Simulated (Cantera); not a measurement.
A perfectly stirred reactor is fed with N₂O = 1 (molar parts), at 0.0263 atm; it is held at 1500 K, and followed from long to short residence time.

Computed with Cantera and GRI-Mech 3.0 (53 species, 325 reactions). GRI-Mech 3.0 was tuned for natural gas; its chemistry of N2O as a main component is partial and can be far from experiment. Radical loss at walls, strong at low pressure, is not modelled. The temperature is held fixed by assumption; the heat of reaction is taken as removed at once.

### Question
What does this change do: 0.01 parts H2O added?

### Answer
| quantity | before | after |
|---|---|---|
| x(N₂O) at τ = 0.790 s | 0.358 | 0.346 |
| x(NO₂) at τ = 0.790 s | 2.87e-5 | 0.000250 |
| x(NO) at τ = 0.790 s | 0.106 | 0.0954 |
| x(N₂) at τ = 0.790 s | 0.375 | 0.383 |
| x(O₂) at τ = 0.790 s | 0.161 | 0.167 |
| x(N₂O) at τ = 21.0 ms | 0.954 | 0.943 |
| x(NO₂) at τ = 21.0 ms | 7.90e-7 | 0.000215 |
| x(NO) at τ = 21.0 ms | 0.00753 | 0.00717 |
| x(N₂) at τ = 21.0 ms | 0.0267 | 0.0280 |
| x(O₂) at τ = 21.0 ms | 0.0114 | 0.0120 |

### Question
What does this change do: pressure from 0.0263 atm to 1.00 atm?

### Answer
```tsv
quantity	before	after
x(N₂O) at τ = 0.790 s	0.358	0.0238
x(NO₂) at τ = 0.790 s	2.87e-5	0.000443
x(NO) at τ = 0.790 s	0.106	0.0665
x(N₂) at τ = 0.790 s	0.375	0.618
x(O₂) at τ = 0.790 s	0.161	0.292
x(N₂O) at τ = 21.0 ms	0.954	0.391
x(NO₂) at τ = 21.0 ms	7.90e-7	0.000576
x(NO) at τ = 21.0 ms	0.00753	0.0890
x(N₂) at τ = 21.0 ms	0.0267	0.361
x(O₂) at τ = 21.0 ms	0.0114	0.158
```
